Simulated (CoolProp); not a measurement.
Properties of CHF3 (R23) along the isotherm 40.05 °C (Tc = 26.1 °C, pc = 4.832 MPa, ω = 0.263).

The numbers come from the reference Helmholtz-energy equation of state, Penoncello 2003 in CoolProp.

```json
[
 {"p (MPa)": "0.929", "phase": "gas", "density (kg/m³)": "26.62", "fugacity coefficient": "0.9413"},
 {"p (MPa)": "1.86", "phase": "gas", "density (kg/m³)": "57.39", "fugacity coefficient": "0.8838"},
 {"p (MPa)": "2.79", "phase": "gas", "density (kg/m³)": "94.02", "fugacity coefficient": "0.8275"},
 {"p (MPa)": "3.72", "phase": "gas", "density (kg/m³)": "139.9", "fugacity coefficient": "0.7721"},
 {"p (MPa)": "4.65", "phase": "gas", "density (kg/m³)": "202.6", "fugacity coefficient": "0.7172"},
 {"p (MPa)": "5.58", "phase": "supercritical", "density (kg/m³)": "306.0", "fugacity coefficient": "0.6618"},
 {"p (MPa)": "6.5", "phase": "supercritical", "density (kg/m³)": "523.4", "fugacity coefficient": "0.6050"},
 {"p (MPa)": "7.43", "phase": "supercritical", "density (kg/m³)": "695.5", "fugacity coefficient": "0.5511"},
 {"p (MPa)": "8.36", "phase": "supercritical", "density (kg/m³)": "772.1", "fugacity coefficient": "0.5067"},
 {"p (MPa)": "9.29", "phase": "supercritical", "density (kg/m³)": "819.1", "fugacity coefficient": "0.4705"},
 {"p (MPa)": "10.2", "phase": "supercritical", "density (kg/m³)": "852.6", "fugacity coefficient": "0.4413"},
 {"p (MPa)": "11.2", "phase": "supercritical", "density (kg/m³)": "881.6", "fugacity coefficient": "0.4145"},
 {"p (MPa)": "12.1", "phase": "supercritical", "density (kg/m³)": "903.3", "fugacity coefficient": "0.3942"}
]
```
